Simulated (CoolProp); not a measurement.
Vapour-liquid equilibrium of carbon dioxide (1) + n-perfluorobutane (2) at 5.82 bar; x and y are mole fractions of (1).

Computed with CoolProp (multi-fluid Helmholtz-energy mixture model, Span 1996 and Gao 2022; pair parameters Bell 2016).

```
x     bubble temperature (°C)  y at the bubble point  dew temperature at overall composition x (°C)  liquid density (mol/L)
----  -----------------------  ---------------------  ---------------------------------------------  ----------------------
0.05                     29.5                  0.453                                           49.6                   6.445
0.2                     -21.1                  0.926                                           42.8                   8.260
0.35                    -38.9                  0.974                                           35.3                   9.891
0.5                     -44.7                  0.983                                           26.6                   11.75
0.65                    -47.2                  0.987                                           16.0                   14.21
0.8                     -49.5                  0.991                                            1.0                   17.82
0.95                    -52.6                  0.997                                          -28.3                   23.70
```

No azeotrope shows between x = 0.05 and 0.95.

Pair parameters are fitted to limited data, so mixtures are less certain than the pure fluids. The gap from Raoult's law changes sign with composition, which may be real or a fault of the pair parameters; it wasn't checked against measurements. With so large a gap from Raoult's law the liquid may split in two, which this calculation doesn't test in full.
